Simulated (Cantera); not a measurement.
Charge: 1 mol Cu2O, 1700 mol H2, 0.91 mol N2, at 390 Torr.

Method: chemical equilibrium by Gibbs-energy minimisation in Cantera with the NASA 1993 tables (ideal gas, pure condensed phases). Candidate condensed phases: Cu, CuO, Cu(OH)2, Cu2O, H2O; 27 gas species. Kinetics and transport are ignored.

Task: Which condensed phases are stable at each of these points (T (K)): 673, 873, 1073, 1273, 1473, 1673, 1873, 2073, 2273?

Result: 
```csv
T (K),condensed phases,Cu condensed (%)
673,Cu(s),100.0
873,Cu(s),100.0
1073,Cu(s),100.0
1273,Cu(s),100.0
1473,Cu(l),99.2
1673,Cu(l),81.8
1873,gas only,0.0
2073,gas only,0.0
2273,gas only,0.0
```

From 673 K to 1273 K the condensed part is Cu(s). From 1473 K to 1673 K the condensed part is Cu(l). From 1873 K to 2273 K nothing is condensed.
